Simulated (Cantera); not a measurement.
A diamond (100) surface in a fixed gas of H2 with x(CH4) = 0.0027, x(H) = 0.0027, at 1100 K, 0.0286 atm; coverages are run to steady state.

Model: the Harris–Goodwin 1993 mechanism for the reconstructed diamond (100) surface, integrated in Cantera.

θ: site fractions in the mechanism's names (c6HH fully hydrogenated, c6H* and c6*H radical sites, c6** diradical, c6HM methylated).

```tsv
x(CH3)	growth (µm/h)	θ c6HH	θ c6H*	θ c6*H	θ c6**	θ c6HM
1e-06	0.0108	0.515	0.0278	0.440	0.0174	6.11e-5
2.1e-06	?	0.515	0.0278	0.440	0.0174	?
4.3e-06	0.0464	0.515	0.0277	0.440	0.0174	0.000263
9e-06	0.0970	0.515	0.0277	0.439	0.0174	0.000549
1.9e-05	0.204	0.514	0.0277	0.439	0.0174	0.00116
3.9e-05	0.419	0.513	0.0277	0.438	0.0173	0.00237
8.1e-05	?	0.511	0.0275	0.436	0.0172	?
0.00017	1.79	0.507	0.0273	0.433	0.0169	0.0102
0.00035	3.61	0.500	0.0269	0.425	0.0164	0.0205
```

Q: Fill in the missing entries.

A: 
- 2.1e-06, growth (µm/h): 0.0226
- 2.1e-06, θ c6HM: 0.000128
- 8.1e-05, growth (µm/h): 0.864
- 8.1e-05, θ c6HM: 0.00490
